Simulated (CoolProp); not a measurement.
A single-stage vapour-compression cycle with R227EA: evaporating at 292.15 K (dew point), condensing at 350.15 K (bubble point), superheat 2 K, subcooling 5 K, compressor efficiency 0.6, no pressure losses. Each further row changes one setting.

The numbers come from the reference Helmholtz-energy equation of state, Lemmon 2016 in CoolProp.

| case | cooling COP | pressure ratio | discharge temperature (K) | refrigerating effect (kJ/kg) | volumetric capacity (kJ/m³) |
|---|---|---|---|---|---|
| as stated | 1.69 | 4.62 | 350.4 | 49.7 | 1480 |
| evaporating temperature 297.15 K | 2.00 | 3.95 | 350.6 | 52.9 | 1840 |
| condensing temperature 345.15 K | 2.05 | 4.13 | 345.5 | 56.6 | 1680 |
| subcooling 10 K | 1.93 | 4.62 | 350.4 | 56.8 | 1690 |
| superheat 12 K | 1.83 | 4.62 | 359.2 | 58.5 | 1650 |
| compressor efficiency 0.5 | 1.41 | 4.62 | 354.9 | 49.7 | 1480 |
